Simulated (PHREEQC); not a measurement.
Make-up at 25 °C: 0.011 mol H2SeO3, 0.21 mol H2SO4 and 7.6e-05 mol CaCl2 per kg of water. Closed to the air; pH follows from the charge balance.

Computed with PHREEQC (ion-association model, wateq4f.dat).

This is a speciation only: nothing precipitates in the calculation.

Predict the pH, ionic strength, activity of water.

pH 0.73; ionic strength 0.265 mol/kgw; activity of water 0.992.

In which forms is S present?

HSO4- 87 %, SO4-2 13 % of the S.

Complexes and solids missing from the database can't appear.
